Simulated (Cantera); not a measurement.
A perfectly stirred reactor is fed with H2 : O2 : N2 = 0.2 : 1 : 0.14 (molar parts), equivalence ratio 0.10, at 0.0260 bar; it is held at 1275 K, and followed from long to short residence time.

Computed with Cantera and the H2/O2 subset of GRI-Mech 3.0, which has no nitrogen chemistry. Radical loss at walls, strong at low pressure, is not modelled. The temperature is held fixed by assumption; the heat of reaction is taken as removed at once.

### Question
Predict: x(H2) at τ = 0.310 s; x(O2) at τ = 0.310 s; x(H) at τ = 0.310 s; x(HO2) at τ = 0.310 s; x(H2O2) at τ = 0.310 s; x(H2) at τ = 5.30 ms; x(O2) at τ = 5.30 ms; x(H) at τ = 5.30 ms; x(HO2) at τ = 5.30 ms; x(H2O2) at τ = 5.30 ms.

### Answer
```json
{
 "x(H2) at τ = 0.310 s": "0.000609",
 "x(O2) at τ = 0.310 s": "0.722",
 "x(H) at τ = 0.310 s": "0.000541",
 "x(HO2) at τ = 0.310 s": "5.51e-6",
 "x(H2O2) at τ = 0.310 s": "2.83e-7",
 "x(H2) at τ = 5.30 ms": "0.00635",
 "x(O2) at τ = 5.30 ms": "0.687",
 "x(H) at τ = 5.30 ms": "0.0188",
 "x(HO2) at τ = 5.30 ms": "1.10e-5",
 "x(H2O2) at τ = 5.30 ms": "4.87e-7"
}
```
